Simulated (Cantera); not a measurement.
Input: 1 mol trisilylamine, 26 mol NH3, a varied amount of N2, equilibrated at 1648 K and 1.90 mbar.

These are equilibrium values from Cantera (NASA tables, ideal gas, pure condensed phases), not measurements of a reactor. Candidate condensed phases: Si, Si3N4; 18 gas species. The feed counts by its element totals alone. Mutual solubility and eutectic melting of coexisting phases are not modelled. Equilibrium is a limit: real reactors are often held back by kinetics, nucleation or transport.

Which condensed phases are stable at each of these points (n(N2) (mol)): 10, 12, 15, 18, 22, 26, 32, 38, 46, 55, 66?


| n(N2) (mol) | condensed phases | Si condensed (%) |
|---|---|---|
| 10 | Si(s) | 99.6 |
| 12 | Si(s) + Si3N4(s) | 99.6 |
| 15 | Si3N4(s) | 99.6 |
| 18 | Si3N4(s) | 99.6 |
| 22 | Si3N4(s) | 99.6 |
| 26 | Si3N4(s) | 99.6 |
| 32 | Si3N4(s) | 99.6 |
| 38 | Si3N4(s) | 99.6 |
| 46 | Si3N4(s) | 99.6 |
| 55 | Si3N4(s) | 99.6 |
| 66 | Si3N4(s) | 99.6 |

At 10 mol N2 the condensed part is Si(s). At 12 mol N2 the condensed part is Si(s) + Si3N4(s). From 15 mol N2 to 66 mol N2 the condensed part is Si3N4(s).
